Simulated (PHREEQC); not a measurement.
1 kg of water holding 0.082 mol K2SO4 and 0.01 mol MgSO4 is evaporated at 5 °C; the solids stay in contact with the brine. No CO2 enters from the air. The run lets Arcanite, Brucite, Epsomite, Hexahydrite, Kieserite, Leonite, Misenite, Schoenite precipitate or redissolve, and no other solid.

Computed with PHREEQC (Pitzer model, pitzer.dat).

```json
[
 {"water left (kg)": "1", "ionic strength": "0.286", "water activity": "0.996", "Arcanite (mol)": "0"},
 {"water left (kg)": "0.5552", "ionic strength": "[?]", "water activity": "0.994", "Arcanite (mol)": "0"},
 {"water left (kg)": "0.2533", "ionic strength": "1.13", "water activity": "[?]", "Arcanite (mol)": "0"},
 {"water left (kg)": "0.1407", "ionic strength": "[?]", "water activity": "[?]", "Arcanite (mol)": "0.0181"},
 {"water left (kg)": "0.06418", "ionic strength": "2.02", "water activity": "0.981", "Arcanite (mol)": "0.0522"},
 {"water left (kg)": "0.03564", "ionic strength": "2.55", "water activity": "0.979", "Arcanite (mol)": "0.0650"},
 {"water left (kg)": "0.01979", "ionic strength": "[?]", "water activity": "[?]", "Arcanite (mol)": "0.0721"},
 {"water left (kg)": "0.00903", "ionic strength": "6.04", "water activity": "[?]", "Arcanite (mol)": "0.0771"},
 {"water left (kg)": "0.005012", "ionic strength": "9.66", "water activity": "0.934", "Arcanite (mol)": "0.0792"}
]
```

Problem. Some entries are withheld; supply them.

Solution. 
- 0.5552, ionic strength: 0.515
- 0.2533, water activity: 0.987
- 0.1407, ionic strength: 1.65
- 0.1407, water activity: 0.983
- 0.01979, ionic strength: 3.52
- 0.01979, water activity: 0.975
- 0.00903, water activity: 0.963

Away from 25 °C the constants follow the database's enthalpies or fits; those with neither stay at their 25 °C values.
